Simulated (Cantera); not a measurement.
A freely propagating, adiabatic, planar premixed flame of 11.7 % CH4, 3.38 % H2, 17.8 % O2, 67.1 % N2, unburnt at 650 K and 220000 Pa; multicomponent transport, grid criteria slope 0.08 and curve 0.16, no radiation.

Cantera simulation using GRI-Mech 3.0 (53 species, 325 reactions); the numbers are that mechanism's predictions, not measurements. Burning velocities carry a grid error of a few per cent, more on coarse grids.

Task: Predict: laminar burning velocity; thermal thickness; peak x(O); peak x(CH2CO).

Result: 
| Item | Value |
|---|---|
| laminar burning velocity | 82.5 cm/s |
| thermal thickness | 0.233 mm |
| peak x(O) | 0.000242 |
| peak x(CH2CO) | 0.000372 |
